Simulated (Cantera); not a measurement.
Charge: 1 mol Si, 0.022 mol CO₂, a varied amount of N₂, held at 1 atm.

Cantera equilibrium calculation (NASA polynomials, part measured and part estimated; ideal gas, pure solids and liquids). Candidate condensed phases: C, Si, SiC, SiO₂, Si₂N₂O, Si₃N₄; 34 gas species. Mutual solubility and eutectic melting of coexisting phases are not modelled. Rates play no part.

**Question.** What condenses at these points (T in K, n(N₂) in mol): (1723, 80); (1798, 36); (1798, 140); (1573, 36); (1623, 80)?

**Answer.** 
```
T (K)  n(N₂) in mol    condensed phases  Si condensed (%)
-----  ------------  ------------------  ----------------
1723             80      Si₂N₂O + Si₃N₄              99.9
1798             36      Si₂N₂O + Si₃N₄              99.8
1798            140      Si₂N₂O + Si₃N₄              99.1
1573             36  C + Si₂N₂O + Si₃N₄             100.0
1623             80      Si₂N₂O + Si₃N₄             100.0
```
